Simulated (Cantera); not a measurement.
Standard-state values (1 bar) from the NASA 1993 polynomials, evaluated with Cantera. Values are per mole of reaction as written; species without (g) are pure solids or liquids, kept so even where they would boil at 1 bar.

Question: Between 1475 and 1625 K, where is each reaction favourable under standard conditions?
- 2 FeCl₂ + 2 HCl(g) + H₂O₂(g) = 2 FeCl₃(g) + 2 H₂O(g)
- FeCl₃(g) = Cl(g) + FeCl₂(g)

Answer: 
- 2 FeCl₂ + 2 HCl(g) + H₂O₂(g) = 2 FeCl₃(g) + 2 H₂O(g): ΔG° is -213 kJ at 1475 K and -219 kJ at 1625 K; it stays negative (K > 1). ΔH° is -154 kJ and ΔS° 40 J/K at 1625 K.
- FeCl₃(g) = Cl(g) + FeCl₂(g): ΔG° is 54 kJ at 1475 K and 35 kJ at 1625 K; it stays positive (K < 1). ΔH° is 236 kJ and ΔS° 124 J/K at 1625 K.
